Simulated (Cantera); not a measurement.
Feed: 1 mol N2O, 0.01 mol SO2, 12 mol N2, at 10.0 Pa.

Equilibrium computed with Cantera from the NASA thermochemical tables; the gas is ideal and each condensed phase is pure. Candidate condensed phases: S; 17 gas species. The numbers say what is thermodynamically allowed, not how fast it happens.

Problem. At 1398 K, list the 5 most abundant gas species with their mole fractions, and the condensed phases.

Solution. N2 0.962, O2 0.0368, SO2 0.000740, NO 0.000332, O 1.76e-5. Condensed: gas only.
